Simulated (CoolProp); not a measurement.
Properties of acetone along the isotherm 550 K (Tc = 508.1 K, pc = 4692 kPa, ω = 0.307).

Values from CoolProp's reference Helmholtz-energy equation of state, Lemmon 2006. It is a short technical equation, of lower accuracy than the large ones.

```json
[
 {"p (kPa)": "1470", "phase": "gas", "Z": "0.9032", "Joule-Thomson coefficient (K/MPa)": "9.330"},
 {"p (kPa)": "2930", "phase": "gas", "Z": "0.7992", "Joule-Thomson coefficient (K/MPa)": "9.911"},
 {"p (kPa)": "4400", "phase": "gas", "Z": "0.6827", "Joule-Thomson coefficient (K/MPa)": "10.48"},
 {"p (kPa)": "5870", "phase": "supercritical", "Z": "0.5477", "Joule-Thomson coefficient (K/MPa)": "10.71"},
 {"p (kPa)": "7330", "phase": "supercritical", "Z": "0.3925", "Joule-Thomson coefficient (K/MPa)": "8.965"},
 {"p (kPa)": "8800", "phase": "supercritical", "Z": "0.3250", "Joule-Thomson coefficient (K/MPa)": "4.385"},
 {"p (kPa)": "10300", "phase": "supercritical", "Z": "0.3315", "Joule-Thomson coefficient (K/MPa)": "2.472"},
 {"p (kPa)": "11700", "phase": "supercritical", "Z": "0.3514", "Joule-Thomson coefficient (K/MPa)": "1.701"},
 {"p (kPa)": "13200", "phase": "supercritical", "Z": "0.3771", "Joule-Thomson coefficient (K/MPa)": "1.244"},
 {"p (kPa)": "14700", "phase": "supercritical", "Z": "0.4046", "Joule-Thomson coefficient (K/MPa)": "0.9571"},
 {"p (kPa)": "16100", "phase": "supercritical", "Z": "0.4309", "Joule-Thomson coefficient (K/MPa)": "0.7702"},
 {"p (kPa)": "17600", "phase": "supercritical", "Z": "0.4594", "Joule-Thomson coefficient (K/MPa)": "0.6217"},
 {"p (kPa)": "19100", "phase": "supercritical", "Z": "0.4881", "Joule-Thomson coefficient (K/MPa)": "0.5076"},
 {"p (kPa)": "20500", "phase": "supercritical", "Z": "0.5148", "Joule-Thomson coefficient (K/MPa)": "0.4225"},
 {"p (kPa)": "22000", "phase": "supercritical", "Z": "0.5434", "Joule-Thomson coefficient (K/MPa)": "0.3476"},
 {"p (kPa)": "23500", "phase": "supercritical", "Z": "0.5719", "Joule-Thomson coefficient (K/MPa)": "0.2854"}
]
```
